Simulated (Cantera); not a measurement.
Charge: 1 mol SiC, a varied amount of CO2, 1 mol H2, held at 1123 K and 4.50 bar.

Cantera equilibrium calculation (NASA polynomials, part measured and part estimated; ideal gas, pure solids and liquids). Candidate condensed phases: C, C6H6, C7H8, C8H18, H2O, Si, SiC, SiO2; 123 gas species. Mutual solubility and eutectic melting of coexisting phases are not modelled. Kinetics and transport are ignored.

x: gas mole fraction; n: condensed amount in mol.

| n(CO2) (mol) | x H2 | x CO | x CO2 | x CH4 | x H2O | x C2H6 | x C2H4 | n SiC(s) | n SiO2(β-quartz) | n C(graphite) |
|---|---|---|---|---|---|---|---|---|---|---|
| 0.013 | 0.973 | 1.49e-7 | <1e-12 | 0.0267 | 2.02e-7 | (withheld) | 1.88e-7 | 0.987 | 0.0130 | 0 |
| 0.021 | 0.956 | 3.31e-7 | <1e-12 | 0.0438 | 2.59e-7 | (withheld) | 5.27e-7 | 0.979 | 0.0210 | 0 |
| 0.034 | 0.927 | 7.80e-7 | <1e-12 | 0.0730 | 3.34e-7 | (withheld) | 1.55e-6 | 0.966 | 0.0340 | 0 |
| 0.055 | 0.894 | 1.51e-6 | <1e-12 | 0.106 | 4.02e-7 | 5.79e-6 | 3.50e-6 | 0.945 | 0.0550 | 0.0144 |
| 0.089 | 0.894 | 1.51e-6 | <1e-12 | 0.106 | 4.02e-7 | 5.79e-6 | 3.50e-6 | 0.911 | 0.0890 | 0.0824 |
| 0.14 | 0.894 | 1.51e-6 | <1e-12 | 0.106 | 4.02e-7 | 5.79e-6 | 3.50e-6 | 0.860 | 0.140 | 0.184 |
| 0.23 | 0.894 | 1.51e-6 | <1e-12 | 0.106 | 4.02e-7 | 5.79e-6 | 3.50e-6 | 0.770 | 0.230 | 0.364 |
| 0.37 | 0.894 | 1.51e-6 | <1e-12 | 0.106 | 4.02e-7 | 5.79e-6 | 3.50e-6 | 0.630 | 0.370 | 0.644 |
| 0.59 | 0.894 | 1.51e-6 | <1e-12 | 0.106 | 4.02e-7 | 5.79e-6 | 3.50e-6 | 0.410 | 0.590 | 1.08 |
| 0.94 | 0.894 | 1.51e-6 | <1e-12 | 0.106 | 4.02e-7 | 5.79e-6 | 3.50e-6 | 0.0600 | 0.940 | 1.78 |
| 1.5 | 0.454 | 0.415 | 0.0469 | 0.0273 | 0.0561 | (withheld) | 9.03e-7 | 0 | 1.00 | 1.63 |
| 2.4 | 0.244 | 0.605 | 0.0996 | 0.00783 | 0.0438 | (withheld) | 2.59e-7 | 0 | 1.00 | 1.05 |
| 3.9 | 0.138 | 0.699 | 0.133 | 0.00250 | 0.0285 | (withheld) | 8.27e-8 | 0 | 1.00 | 0.0273 |

Problem. What belongs in the gaps?

Solution. 
- 0.013, x C2H6: 3.40e-7
- 0.021, x C2H6: 9.33e-7
- 0.034, x C2H6: 2.66e-6
- 1.5, x C2H6: 7.60e-7
- 2.4, x C2H6: 1.17e-7
- 3.9, x C2H6: 2.11e-8
